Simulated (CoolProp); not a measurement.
A single-stage vapour-compression cycle with chlorine: evaporating at 275.15 K (dew point), condensing at 325.15 K (bubble point), superheat 2 K, subcooling 5 K, compressor efficiency 0.7, no pressure losses. Each further row changes one setting.

Computed with CoolProp (reference Helmholtz-energy equation of state, Thol 2021).

```
case                              cooling COP  pressure ratio  discharge temperature (K)  refrigerating effect (kJ/kg)  volumetric capacity (kJ/m³)
--------------------------------  -----------  --------------  -------------------------  ----------------------------  ---------------------------
as stated                                3.21            3.85                      424.1                           221                         2860
evaporating temperature 280.15 K         3.70            3.29                      411.1                           222                         3340
condensing temperature 320.15 K          3.64            3.43                      409.9                           226                         2930
subcooling 10 K                          3.28            3.85                      424.1                           226                         2920
superheat 12 K                           3.15            3.85                      439.2                           226                         2800
```
